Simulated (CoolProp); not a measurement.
Vapour-liquid equilibrium of CHF3 (R23) (1) + sulfur hexafluoride (2) at 260.9 K; x and y are mole fractions of (1).

Values from CoolProp's multi-fluid Helmholtz-energy mixture model, Penoncello 2003 and Guder 2009; pair parameters Bell 2016.

| x | bubble pressure, mixture model (MPa) | bubble pressure, Raoult's law (MPa) | y, mixture model | y, Raoult's law |
|---|---|---|---|---|
| 0.05 | 1.037 | 0.9227 | ___ | 0.096 |
| 0.125 | 1.223 | 0.9892 | 0.309 | 0.223 |
| 0.2 | 1.363 | 1.056 | ___ | 0.334 |
| 0.275 | ___ | 1.122 | 0.469 | 0.433 |
| 0.35 | 1.556 | 1.189 | 0.523 | 0.520 |
| 0.425 | 1.626 | 1.255 | 0.570 | 0.598 |
| 0.5 | 1.683 | 1.322 | 0.614 | 0.668 |
| 0.575 | ___ | 1.388 | 0.658 | 0.731 |
| 0.65 | 1.767 | 1.455 | 0.704 | 0.789 |
| 0.725 | ___ | 1.521 | 0.753 | 0.841 |
| 0.8 | 1.808 | 1.588 | 0.807 | 0.889 |
| 0.875 | 1.807 | 1.654 | 0.870 | 0.934 |
| 0.95 | 1.789 | 1.721 | 0.943 | 0.974 |

Task: What belongs in the gaps?

Result: 
- 0.05, y, mixture model: 0.163
- 0.2, y, mixture model: 0.402
- 0.275, bubble pressure, mixture model (MPa): 1.471
- 0.575, bubble pressure, mixture model (MPa): 1.730
- 0.725, bubble pressure, mixture model (MPa): 1.793

The largest gap from Raoult's law is +31.1 % in bubble pressure, at x = 0.275. y crosses x between x = 0.8 and 0.875: the model has an azeotrope there.

The pair parameters rest on a limited set of measurements; away from them the model extrapolates.
